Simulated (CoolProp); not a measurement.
Carbon dioxide along the isobar 4.04 MPa: Z from the reference equation and from simpler models built on Tc = 304.1 K, pc = 7.377 MPa, ω = 0.224; each cubic takes its own stable root.

The numbers come from the reference Helmholtz-energy equation of state, Span 1996 in CoolProp.

```csv
T (K),phase,reference,van der Waals,Soave-Redlich-Kwong
272.2,liquid,0.08370,0.7173,0.09586
289.5,gas,0.7204,0.7726,0.7279
306.9,gas,0.7873,0.8117,0.7909
324.2,gas,0.8312,0.8409,0.8343
341.5,gas,0.8630,0.8638,0.8665
358.8,gas,0.8872,0.8823,0.8914
376.1,gas,0.9062,0.8974,0.9111
393.4,gas,0.9214,0.9100,0.9270
410.7,gas,0.9337,0.9207,0.9400
428,gas,0.9439,0.9297,0.9507
445.3,gas,0.9524,0.9375,0.9597
462.6,gas,0.9596,0.9443,0.9672
479.9,gas,0.9657,0.9502,0.9736
497.2,gas,0.9709,0.9554,0.9790
514.5,gas,0.9754,0.9599,0.9836
```

At some of these states van der Waals gives the other phase, because its saturation line lies elsewhere.
